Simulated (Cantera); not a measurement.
# Premixed flame

A freely propagating, adiabatic, planar premixed flame of 12.8 % CH4, 18.3 % O2, 68.8 % N2, equivalence ratio 1.4, unburnt at 475 K and 1.00 atm; mixture-averaged transport, grid criteria slope 0.08 and curve 0.16, no radiation.

Computed with Cantera and GRI-Mech 3.0 (53 species, 325 reactions). Burning velocities carry a grid error of a few per cent, more on coarse grids.

```
z (mm)  T (K)  u (m/s)     x CH4      x O2    x HCO    x CH2    x C2H2    x NO2
------  -----  -------  --------  --------  -------  -------  --------  -------
-1.87     475    0.409     0.128     0.183    <1e-8    <1e-8   2.59e-8    <1e-8
-1.24     480    0.415     0.127     0.182    <1e-8    <1e-8   5.66e-7    <1e-8
-0.933    500    0.435     0.124     0.179    <1e-8    <1e-8   4.22e-6  6.11e-8
-0.622    620    0.547     0.114     0.169    <1e-8    <1e-8   4.52e-5  4.06e-7
-0.311   1091    0.987    0.0765     0.124  2.81e-7  3.84e-8  0.000372  3.56e-7
-0.155   1481     1.36    0.0426    0.0798  5.99e-6  2.95e-6  0.000874  8.49e-8
0        1828     1.69    0.0125    0.0333  1.79e-5  4.27e-5   0.00168    <1e-8
0.155    1992     1.85   0.00206   0.00927  9.93e-6  5.00e-5   0.00123    <1e-8
0.311    2040     1.89  0.000368   0.00233  2.71e-6  1.76e-5  0.000517    <1e-8
0.622    2062     1.91   2.53e-5  0.000232  2.87e-7  1.60e-6   8.76e-5    <1e-8
1.24     2072     1.92   9.33e-7   6.57e-5  8.28e-8  5.69e-8   5.19e-6    <1e-8
2.49     2081     1.92   1.87e-8   3.81e-5  5.94e-8    <1e-8   9.68e-8    <1e-8
4.97     2090     1.93     <1e-8   1.83e-5  4.13e-8    <1e-8     <1e-8    <1e-8
```
x: mole fraction of selected species; z is measured from the peak of heat release.

| Quantity | Result |
|---|---|
| laminar burning velocity | 40.8 cm/s |
| thermal thickness | 0.622 mm |
| peak x(HCO) | 1.80e-5 |
| peak x(CH2) | 5.94e-5 |
| peak x(C2H2) | 0.00172 |
| grid points | 150 |
